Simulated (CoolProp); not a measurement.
Properties of carbon dioxide along the isobar 0.101 MPa (Tc = 304.1 K, pc = 7.377 MPa, ω = 0.224).

Computed with CoolProp (reference Helmholtz-energy equation of state, Span 1996).

```json
[
 {"T (K)": "270.1", "phase": "gas", "cv (kJ/(kg K))": "0.6289", "Joule-Thomson coefficient (K/MPa)": "14.13", "expansivity (1/kK)": "3.788"},
 {"T (K)": "282.2", "phase": "gas", "cv (kJ/(kg K))": "0.6413", "Joule-Thomson coefficient (K/MPa)": "12.60", "expansivity (1/kK)": "3.615"},
 {"T (K)": "294.3", "phase": "gas", "cv (kJ/(kg K))": "0.6536", "Joule-Thomson coefficient (K/MPa)": "11.30", "expansivity (1/kK)": "3.457"},
 {"T (K)": "306.3", "phase": "gas", "cv (kJ/(kg K))": "0.6656", "Joule-Thomson coefficient (K/MPa)": "10.21", "expansivity (1/kK)": "3.315"},
 {"T (K)": "318.4", "phase": "gas", "cv (kJ/(kg K))": "0.6775", "Joule-Thomson coefficient (K/MPa)": "9.259", "expansivity (1/kK)": "3.183"},
 {"T (K)": "330.5", "phase": "gas", "cv (kJ/(kg K))": "0.6892", "Joule-Thomson coefficient (K/MPa)": "8.438", "expansivity (1/kK)": "3.062"},
 {"T (K)": "342.6", "phase": "gas", "cv (kJ/(kg K))": "0.7006", "Joule-Thomson coefficient (K/MPa)": "7.723", "expansivity (1/kK)": "2.950"},
 {"T (K)": "354.6", "phase": "gas", "cv (kJ/(kg K))": "0.7116", "Joule-Thomson coefficient (K/MPa)": "7.100", "expansivity (1/kK)": "2.847"},
 {"T (K)": "366.7", "phase": "gas", "cv (kJ/(kg K))": "0.7225", "Joule-Thomson coefficient (K/MPa)": "6.545", "expansivity (1/kK)": "2.751"}
]
```
